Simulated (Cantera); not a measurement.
Standard-state values (1 bar) from the NASA 1993 polynomials, evaluated with Cantera. Values are per mole of reaction as written; species without (g) are pure solids or liquids, kept so even where they would boil at 1 bar.

3 CuF2(g) + 2 NH3(g) ⇌ 6 HF(g) + 3 Cu + 2 N(g), with ΔH° = 202.9 kJ and ΔS° = 262.4 J/K at 300 K.

Problem. How far is the shortcut ΔG° ≈ ΔH°(300 K) − T·ΔS°(300 K) from the full temperature-dependent value at 1123, 1173, 1223, 1273, 1323 K?

Solution. 
| T (K) | shortcut (kJ) | full (kJ) | difference (kJ) | difference in log10 K |
|---|---|---|---|---|
| 1123 | -91.8 | -126.4 | 34.7 | -1.61 |
| 1173 | -104.9 | -142.6 | 37.7 | -1.68 |
| 1223 | -118.0 | -158.8 | 40.8 | -1.74 |
| 1273 | -131.1 | -175.1 | 44.0 | -1.80 |
| 1323 | -144.2 | -191.4 | 47.2 | -1.86 |
The shortcut ignores the heat-capacity change of the reaction.
